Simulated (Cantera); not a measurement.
**Abatement and gas-phase synthesis: H₂S + O₂**

Feed: 1 mol H₂S, 0.02 mol O₂, at 0.623 Torr.

Equilibrium computed with Cantera from the NASA thermochemical tables; the gas is ideal and each condensed phase is pure. Candidate condensed phases: H₂O, H₂SO₄, S; 34 gas species. Ions and electrons are included (thermal ionisation). Kinetics and transport are ignored.

```json
[
 {"T (K)": "2000", "x H": "0.0428", "x H₂": "0.576", "x S": "0.0570", "x S₂": "0.266", "x SH": "0.0280", "x H₂O": "0.0154", "x SO": "0.00881", "x O": "6.21e-6"},
 {"T (K)": "2250", "x H": "0.170", "x H₂": "0.435", "x S": "0.187", "x S₂": "0.155", "x SH": "0.0304", "x H₂O": "0.00666", "x SO": "0.0139", "x O": "0.000106"},
 {"T (K)": "2500", "x H": "0.402", "x H₂": "0.212", "x S": "0.311", "x S₂": "0.0418", "x SH": "0.0163", "x H₂O": "0.00206", "x SO": "0.0128", "x O": "0.00101"},
 {"T (K)": "2750", "x H": "0.584", "x H₂": "0.0605", "x S": "0.330", "x S₂": "0.00694", "x SH": "0.00489", "x H₂O": "0.000353", "x SO": "0.00727", "x O": "0.00559"},
 {"T (K)": "3000", "x H": "0.641", "x H₂": "0.0137", "x S": "0.329", "x S₂": "0.00140", "x SH": "0.00136", "x H₂O": "2.45e-5", "x SO": "0.00202", "x O": "0.0110"},
 {"T (K)": "3250", "x H": "0.654", "x H₂": "0.00344", "x S": "0.329", "x S₂": "0.000363", "x SH": "0.000435", "x H₂O": "1.48e-6", "x SO": "0.000448", "x O": "0.0127"},
 {"T (K)": "3500", "x H": "0.657", "x H₂": "0.00103", "x S": "0.329", "x S₂": "0.000114", "x SH": "0.000161", "x H₂O": "1.19e-7", "x SO": "0.000112", "x O": "0.0130"},
 {"T (K)": "3750", "x H": "0.657", "x H₂": "0.000357", "x S": "0.329", "x S₂": "4.16e-5", "x SH": "6.75e-5", "x H₂O": "1.29e-8", "x SO": "3.30e-5", "x O": "0.0131"},
 {"T (K)": "4000", "x H": "0.658", "x H₂": "0.000141", "x S": "0.329", "x S₂": "1.72e-5", "x SH": "3.15e-5", "x H₂O": "1.85e-9", "x SO": "1.12e-5", "x O": "0.0131"},
 {"T (K)": "4250", "x H": "0.658", "x H₂": "6.23e-5", "x S": "0.329", "x S₂": "7.88e-6", "x SH": "1.60e-5", "x H₂O": "3.31e-10", "x SO": "4.34e-6", "x O": "0.0131"},
 {"T (K)": "4500", "x H": "0.657", "x H₂": "3.00e-5", "x S": "0.328", "x S₂": "3.93e-6", "x SH": "8.74e-6", "x H₂O": "7.14e-11", "x SO": "1.86e-6", "x O": "0.0131"},
 {"T (K)": "4750", "x H": "0.657", "x H₂": "1.56e-5", "x S": "0.327", "x S₂": "2.09e-6", "x SH": "5.07e-6", "x H₂O": "1.81e-11", "x SO": "8.69e-7", "x O": "0.0131"},
 {"T (K)": "5000", "x H": "0.656", "x H₂": "8.64e-6", "x S": "0.325", "x S₂": "1.18e-6", "x SH": "3.09e-6", "x H₂O": "5.24e-12", "x SO": "4.36e-7", "x O": "0.0131"}
]
```
x: gas mole fraction; nothing condenses.

From 2000 K to 5000 K nothing is condensed.
